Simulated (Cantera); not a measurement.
An isothermal, constant-pressure homogeneous reactor starts with CH3OH : O2 : N2 = 0.023 : 0.036 : 1 (molar parts), equivalence ratio 0.96, at 1525 K and 0.940 bar.

Model: GRI-Mech 3.0 (53 species, 325 reactions), integrated in Cantera. GRI-Mech 3.0 was tuned for natural gas; its chemistry of methanol as a main component is partial and can be far from experiment. The temperature is held fixed by assumption; the heat of reaction is taken as removed at once.

**Question.** Predict: x(O2) at 2.00 s; x(NO2) at 2.00 s; x(NO) at 2.00 s.

**Answer.** 
```
Item                                                Result
----------------  ----------------------------------------
x(O2) at 2.00 s    0.00139 (gas-phase equilibrium 0.00134)
x(NO2) at 2.00 s   5.47e-9 (gas-phase equilibrium 4.63e-8)
x(NO) at 2.00 s   1.40e-5 (gas-phase equilibrium 0.000121)
```
